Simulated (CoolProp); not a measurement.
Saturation properties of R1132(E) (Tc = 348.8 K, pc = 5174 kPa, ω = 0.245).

The numbers come from the reference Helmholtz-energy equation of state, Akasaka 2024 in CoolProp.

```json
[
 {"T (K)": "264", "p (kPa)": "607.6", "liquid density (kg/m³)": "1030", "vapour density (kg/m³)": "20.07"},
 {"T (K)": "268", "p (kPa)": "693.2", "liquid density (kg/m³)": "1018", "vapour density (kg/m³)": "(withheld)"},
 {"T (K)": "272.1", "p (kPa)": "790.0", "liquid density (kg/m³)": "1005", "vapour density (kg/m³)": "(withheld)"},
 {"T (K)": "276.1", "p (kPa)": "893.7", "liquid density (kg/m³)": "993.0", "vapour density (kg/m³)": "29.41"},
 {"T (K)": "280.2", "p (kPa)": "1010", "liquid density (kg/m³)": "979.9", "vapour density (kg/m³)": "33.29"},
 {"T (K)": "284.3", "p (kPa)": "1138", "liquid density (kg/m³)": "(withheld)", "vapour density (kg/m³)": "37.59"},
 {"T (K)": "288.3", "p (kPa)": "(withheld)", "liquid density (kg/m³)": "952.6", "vapour density (kg/m³)": "42.24"},
 {"T (K)": "292.4", "p (kPa)": "1424", "liquid density (kg/m³)": "(withheld)", "vapour density (kg/m³)": "(withheld)"}
]
```

Question: Complete the blanks.

Answer: 
- 268, vapour density (kg/m³): 22.84
- 272.1, vapour density (kg/m³): 26.00
- 284.3, liquid density (kg/m³): 966.3
- 288.3, p (kPa): 1273
- 292.4, liquid density (kg/m³): 938.0
- 292.4, vapour density (kg/m³): 47.53
